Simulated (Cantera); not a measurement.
Input: 1 mol AlCl3, 0.25 mol O2, 2.5 mol H2, a varied amount of H2O, held at 2048.15 K and 13.3 mbar.

Method: chemical equilibrium by Gibbs-energy minimisation in Cantera with the NASA 1993 tables (ideal gas, pure condensed phases). Candidate condensed phases: Al, AlCl3, Al2O3, H2O; 29 gas species. The tables' values for AlCl2 are old estimates; treat these amounts as uncertain. The numbers say what is thermodynamically allowed, not how fast it happens.

Q: At 2.2 mol H2O, list the 6 most abundant gas species with their mole fractions, and the condensed phases.

A: HCl 0.466, H2 0.320, H2O 0.191, Cl 0.0119, H 0.0110, OH 0.000713. Condensed: Al2O3(s).
